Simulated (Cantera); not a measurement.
A closed system holds: 1 mol AlN, 6.4 mol Cl₂, 10 mol H₂, equilibrated at 1.50 Pa.

Equilibrium computed with Cantera from the NASA thermochemical tables; the gas is ideal and each condensed phase is pure. Candidate condensed phases: Al, AlCl₃, AlN, NH₄Cl; 20 gas species. The tables' values for AlCl₂ are old estimates; treat these amounts as uncertain. Equilibrium is a limit: real reactors are often held back by kinetics, nucleation or transport.

x: gas mole fraction; nothing condenses.

| T (K) | x HCl | x H₂ | x AlCl₃ | x AlCl | x N₂ | x Cl | x H |
|---|---|---|---|---|---|---|---|
| 1073 | 0.598 | 0.311 | 0.0609 | 2.69e-6 | 0.0305 | 3.51e-6 | 2.02e-6 |
| 1123 | 0.598 | 0.311 | 0.0608 | 1.46e-5 | 0.0305 | 1.05e-5 | 6.13e-6 |
| 1173 | 0.598 | 0.311 | 0.0606 | 6.81e-5 | 0.0305 | 2.85e-5 | 1.70e-5 |
| 1223 | 0.598 | 0.310 | 0.0599 | 0.000277 | 0.0305 | 7.19e-5 | 4.32e-5 |
| 1273 | 0.600 | 0.309 | 0.0582 | 0.000982 | 0.0304 | 0.000169 | 0.000102 |
| 1323 | 0.603 | 0.305 | 0.0546 | 0.00299 | 0.0303 | 0.000375 | 0.000226 |
| 1373 | 0.611 | 0.298 | 0.0475 | 0.00756 | 0.0302 | 0.000797 | 0.000469 |
| 1423 | 0.622 | 0.286 | … | … | 0.0299 | … | … |
| 1473 | 0.634 | 0.272 | 0.0253 | 0.0252 | 0.0295 | 0.00322 | 0.00170 |
| 1523 | 0.643 | 0.260 | 0.0152 | 0.0345 | 0.0292 | 0.00604 | 0.00304 |
| 1573 | 0.646 | 0.251 | 0.00829 | 0.0418 | 0.0289 | 0.0107 | 0.00526 |
| 1623 | 0.641 | 0.246 | … | 0.0466 | 0.0286 | … | … |
| 1673 | 0.628 | 0.243 | 0.00208 | 0.0495 | 0.0282 | 0.0292 | 0.0145 |

Question: Complete the blanks.

Answer: 
- 1623, x AlCl₃: 0.00424
- 1623, x Cl: 0.0182
- 1623, x H: 0.00885
- 1423, x AlCl₃: 0.0370
- 1423, x AlCl: 0.0154
- 1423, x Cl: 0.00163
- 1423, x H: 0.000917
